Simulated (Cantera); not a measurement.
A closed system holds: 1 mol n-butane, 0.6 mol H2O, 10 mol N2, held at 39.0 bar.

Method: chemical equilibrium by Gibbs-energy minimisation in Cantera with the NASA 1993 tables (ideal gas, pure condensed phases). Candidate condensed phases: C, C6H6, C7H8, C8H18, H2O; 136 gas species. The ideal-gas law is rough above about 30 bar. The numbers say what is thermodynamically allowed, not how fast it happens. All values below are at 2498 K.

Base state: N2 0.600, H2 0.322, CO 0.0370, HCN 0.0310, HNC 0.00362, C2H2 (acetylene) 0.00346, H 0.00226, CH4 0.000609 (mole fractions); condensed: C(graphite).

### Question
What changes in the equilibrium state with this change: H2O from 0.6 to 0.037 mol?

### Answer
```json
[
 {"species": "N2", "before": "0.600", "after": "0.645"},
 {"species": "H2", "before": "0.322", "after": "0.311"},
 {"species": "HCN", "before": "0.0310", "after": "0.0315"},
 {"species": "CO", "before": "0.0370", "after": "0.00245"},
 {"species": "H2O", "before": "1.14e-5", "after": "7.26e-7"},
 {"species": "C2N2", "before": "4.60e-5", "after": "4.95e-5"},
 {"species": "C2H4", "before": "3.18e-5", "after": "2.95e-5"},
 {"species": "C(graphite), mol", "before": "2.71", "after": "3.32"}
]
```
